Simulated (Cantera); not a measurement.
## Diamond growth

A diamond (100) surface in a fixed gas of H2 with x(CH4) = 0.017, x(CH3) = 6e-05, at 1075 K, 20.3 Torr; coverages are run to steady state.

Detailed kinetics in Cantera: the Harris–Goodwin 1993 mechanism for the reconstructed diamond (100) surface.

```tsv
x(H)	growth (µm/h)	θ c6HH	θ c6H*	θ c6*H	θ c6**	θ c6HM
0.0001	0.0496	0.599	0.0215	0.362	0.00535	0.00763
0.00021	0.106	0.563	0.0233	0.391	0.00849	0.00852
0.00044	0.206	0.544	0.0242	0.407	0.0113	0.00860
0.00091	0.362	0.535	0.0247	0.415	0.0134	0.00770
0.0019	0.568	0.531	0.0250	0.420	0.0146	0.00598
0.0039	0.774	0.530	0.0252	0.423	0.0154	0.00404
0.0082	0.945	0.530	0.0253	0.425	0.0157	0.00237
0.017	1.05	0.531	0.0254	0.426	0.0159	0.00128
0.036	1.12	0.531	0.0256	0.427	0.0161	0.000642
```
θ: site fractions in the mechanism's names (c6HH fully hydrogenated, c6H* and c6*H radical sites, c6** diradical, c6HM methylated).
